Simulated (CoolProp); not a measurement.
Properties of hydrogen sulfide along the isobar 101 kPa.

The numbers come from the reference Helmholtz-energy equation of state, Lemmon 2006 in CoolProp. It is a short technical equation, of lower accuracy than the large ones.

| T (°C) | phase | Z | cv (kJ/(kg K)) | speed of sound (m/s) | expansivity (1/kK) | viscosity (µPa s) | fugacity coefficient |
|---|---|---|---|---|---|---|---|
| 28.65 | gas | 0.9927 | 0.7628 | [?] | 3.391 | 12.2 | 0.9927 |
| 62.55 | gas | 0.9948 | 0.7736 | 327.4 | 3.029 | [?] | 0.9948 |
| 96.55 | gas | 0.9962 | 0.7869 | 343.1 | 2.738 | 15.1 | 0.9962 |
| 130.55 | gas | 0.9971 | 0.8018 | 357.9 | 2.501 | 16.5 | 0.9971 |
| 164.55 | gas | 0.9978 | 0.8177 | 372.0 | 2.302 | [?] | 0.9978 |
| 198.45 | gas | 0.9983 | [?] | 385.3 | 2.133 | [?] | 0.9983 |
| 232.45 | gas | 0.9987 | 0.8515 | 398.1 | 1.987 | 20.5 | 0.9987 |
| 266.45 | gas | 0.9989 | 0.8691 | 410.4 | 1.861 | 21.8 | 0.9989 |
| 300.35 | gas | 0.9992 | 0.8869 | [?] | 1.750 | [?] | 0.9992 |

Task: Complete the blanks.

Result: 
- 28.65, speed of sound (m/s): 310.6
- 62.55, viscosity (µPa s): 13.7
- 164.55, viscosity (µPa s): 17.9
- 198.45, cv (kJ/(kg K)): 0.8343
- 198.45, viscosity (µPa s): 19.2
- 300.35, speed of sound (m/s): 422.2
- 300.35, viscosity (µPa s): 23.0

Viscosity comes from a separate model (Quiñones-Cisneros 2012).
